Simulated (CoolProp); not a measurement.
Vapour-liquid equilibrium of acetone (1) + benzene (2) at 1.61 MPa; x and y are mole fractions of (1).

Computed with CoolProp (multi-fluid Helmholtz-energy mixture model, Lemmon 2006 and Thol 2012; pair parameters Bell 2016).

Question: Give the bubble temperature and the first vapour's composition at x = 0.35, 0.5, 0.95. Is there an azeotrope?

Answer: x = 0.35: 460.7 K, y = 0.470; x = 0.5: 455.0 K, y = 0.610; x = 0.95: 442.5 K, y = 0.963. No azeotrope shows between x = 0.05 and 0.95.

The pair parameters rest on a limited set of measurements; away from them the model extrapolates.
